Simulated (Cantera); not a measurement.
A closed system holds: 1 mol AlCl₃, 0.38 mol NH₃, 210 mol N₂, held at 1000 °C.

Cantera equilibrium calculation (NASA polynomials, part measured and part estimated; ideal gas, pure solids and liquids). Candidate condensed phases: Al, AlCl₃, AlN, NH₄Cl; 20 gas species. Kinetics and transport are ignored.

### Question
Which condensed phases are stable at each of these points (P (Pa)): 10, 28, 77, 220, 600, 1700, 4600, 13000, 36000, 100000?

### Answer
```tsv
P (Pa)	condensed phases	Al condensed (%)
10	gas only	0.0
28	AlN(s)	0.1
77	AlN(s)	10.0
220	AlN(s)	14.2
600	AlN(s)	15.8
1700	AlN(s)	16.5
4600	AlN(s)	16.9
13000	AlN(s)	17.0
36000	AlN(s)	17.1
100000	AlN(s)	17.1
```

At 10.0 Pa nothing is condensed. From 28.0 Pa to 100000 Pa the condensed part is AlN(s).
